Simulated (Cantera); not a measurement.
CO + H2O (carbon deposition, reforming and gasification)

Input: 1 mol CO, a varied amount of H2O, at 725 °C and 3.80 mbar.

Method: chemical equilibrium by Gibbs-energy minimisation in Cantera with the NASA 1993 tables (ideal gas, pure condensed phases). Candidate condensed phases: C, C6H6, C7H8, C8H18, H2O; 110 gas species. Rates play no part.

| n(H2O) (mol) | x CO | x H2O | x CO2 | x H2 | x CH4 | x H |
|---|---|---|---|---|---|---|
| 0.099 | 0.826 | 0.00593 | 0.0842 | 0.0842 | 4.78e-8 | 1.01e-8 |
| 0.14 | 0.766 | 0.0112 | 0.112 | 0.112 | 5.45e-8 | 1.17e-8 |
| 0.21 | 0.676 | 0.0231 | 0.150 | 0.150 | 5.72e-8 | 1.35e-8 |
| 0.3 | 0.581 | 0.0423 | 0.188 | 0.188 | 5.29e-8 | 1.52e-8 |
| 0.43 | 0.473 | 0.0746 | 0.226 | 0.226 | 4.22e-8 | 1.66e-8 |
| 0.62 | 0.361 | 0.126 | 0.257 | 0.257 | 2.78e-8 | 1.77e-8 |
| 0.9 | 0.254 | 0.201 | 0.272 | 0.272 | 1.46e-8 | 1.82e-8 |
| 1.3 | 0.167 | 0.297 | 0.268 | 0.268 | 6.21e-9 | 1.81e-8 |
| 1.9 | 0.100 | 0.411 | 0.244 | 0.244 | 2.05e-9 | 1.73e-8 |
| 2.7 | 0.0593 | 0.519 | 0.211 | 0.211 | 6.18e-10 | 1.60e-8 |
x: gas mole fraction; nothing condenses.

From 0.099 mol H2O to 2.7 mol H2O nothing is condensed. The main C-bearing gas is CO at 0.099 mol H2O and CO2 at 2.7 mol H2O.
